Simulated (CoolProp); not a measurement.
Vapour-liquid equilibrium of cyclohexane (1) + n-nonane (2) at 132.05 °C; x and y are mole fractions of (1).

The numbers come from the multi-fluid Helmholtz-energy mixture model, Zhou 2014 and Lemmon 2006; pair parameters Bell 2016 in CoolProp.

```csv
x,"bubble pressure, mixture model (bar)","bubble pressure, Raoult's law (bar)","y, mixture model","y, Raoult's law"
0.05,0.7575,0.7601,0.239,0.250
0.2,1.202,1.239,0.582,0.612
0.35,1.639,1.718,0.743,0.773
0.5,2.093,2.197,0.841,0.863
0.65,2.576,2.676,0.908,0.921
0.8,3.088,3.155,0.956,0.962
0.95,3.617,3.634,0.991,0.992
```

The largest gap from Raoult's law is -4.7 % in bubble pressure, at x = 0.5. No azeotrope shows between x = 0.05 and 0.95.

The pair parameters rest on a limited set of measurements; away from them the model extrapolates.
